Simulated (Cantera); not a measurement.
# CuO + H₂ + H₂O (hydrogen reduction and annealing atmospheres)

Input: 1 mol CuO, 180 mol H₂, 0.093 mol H₂O, at 133 Pa.

These are equilibrium values from Cantera (NASA tables, ideal gas, pure condensed phases), not measurements of a reactor. Candidate condensed phases: Cu, CuO, Cu(OH)₂, Cu₂O, H₂O; 12 gas species. Kinetics and transport are ignored.

```tsv
T (°C)	log p H₂	log p H	log p H₂O	log p Cu	log p OH	log p Cu₂	log p O	n Cu(s)	n Cu(l)
525	-2.88	-13.01	-5.09	<-14	<-14	<-14	<-14	1.00	0
625	-2.88	-11.40	-5.09	-12.79	<-14	<-14	<-14	1.00	0
725	-2.88	-10.11	-5.09	-10.84	<-14	<-14	<-14	1.000	0
825	-2.88	-9.05	-5.09	-9.25	-13.62	-14.36	<-14	1.000	0
925	-2.88	-8.16	-5.09	-7.93	-12.48	-12.49	<-14	0.998	0
1025	-2.88	-7.41	-5.09	-6.82	-11.51	-10.92	<-14	0.980	0
1125	-2.88	-6.76	-5.09	-5.89	-10.68	-9.60	-14.61	0	0.824
1225	-2.88	-6.21	-5.09	-5.13	-9.97	-8.58	-13.35	0	0
1325	-2.88	-5.71	-5.09	-5.13	-9.34	-9.00	-12.25	0	0
1425	-2.88	-5.28	-5.10	-5.13	-8.78	-9.38	-11.28	0	0
1525	-2.88	-4.90	-5.10	-5.14	-8.29	-9.71	-10.41	0	0
1625	-2.89	-4.55	-5.10	-5.14	-7.85	-10.02	-9.64	0	0
```
log p: log10 of the partial pressure in bar; n: condensed amount in mol.

From 525 °C to 1025 °C the condensed part is Cu(s). At 1125 °C the condensed part is Cu(l). From 1225 °C to 1625 °C nothing is condensed.
